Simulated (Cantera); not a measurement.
An adiabatic, constant-volume homogeneous reactor starts with CH4 : CO : O2 : N2 = 1 : 0.81 : 3.88 : 36.5 (molar parts), equivalence ratio 0.62, at 1523 K and 195 Torr.

Cantera simulation using GRI-Mech 3.0 (53 species, 325 reactions); the numbers are that mechanism's predictions, not measurements.

Task: Predict: time of steepest temperature rise; temperature at 1.00 s; equilibrium temperature; x(CO) at 1.00 s; x(O2) at 1.00 s; x(H) at 1.00 s.

Result: 
```
Item                                                                  Result
---------------------------------  -----------------------------------------
time of steepest temperature rise                                    4.30 ms
temperature at 1.00 s                                                 2273 K
equilibrium temperature                                               2273 K
x(CO) at 1.00 s                      0.00347 (gas-phase equilibrium 0.00347)
x(O2) at 1.00 s                        0.0328 (gas-phase equilibrium 0.0328)
x(H) at 1.00 s                     0.000363 (gas-phase equilibrium 0.000363)
```
